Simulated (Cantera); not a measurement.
Input: 1 mol Al(CH3)3, 9 mol H2O, 24 mol N2, held at 1298.15 K and 10.0 mbar.

These are equilibrium values from Cantera (NASA tables, ideal gas, pure condensed phases), not measurements of a reactor. Candidate condensed phases: Al, AlN, Al2O3, C, C6H6, C7H8, C8H18, H2O; 148 gas species. The feed counts by its element totals alone. Equilibrium is a limit: real reactors are often held back by kinetics, nucleation or transport.

Base state: N2 0.593, H2 0.236, H2O 0.0971, CO 0.0600, CO2 0.0140 (mole fractions); condensed: Al2O3(s).

Question: What changes in the equilibrium state with this change: temperature from 1298.15 K to 1748 K?

Answer: 
```
species         before    after
-------------  -------  -------
N2               0.593    0.592
H2               0.236    0.230
H2O             0.0971    0.103
CO2             0.0140  0.00816
CO              0.0600   0.0659
OH             2.78e-8  2.86e-5
H              5.22e-6  0.00110
Al2O3(s), mol    0.500    0.500
```

Question: What changes in the equilibrium state with this change: H2O from 9 to 0.34 mol?

Answer: 
```
species            before    after
----------------  -------  -------
N2                  0.593    0.819
H2                  0.236    0.169
CO                 0.0600   0.0119
H2O                0.0971  1.86e-7
CO2                0.0140  7.43e-9
HCN               1.03e-9  7.56e-5
Al2O3(s), mol       0.500        0
AlN(s), mol             0     1.00
C(graphite), mol        0     2.66
```
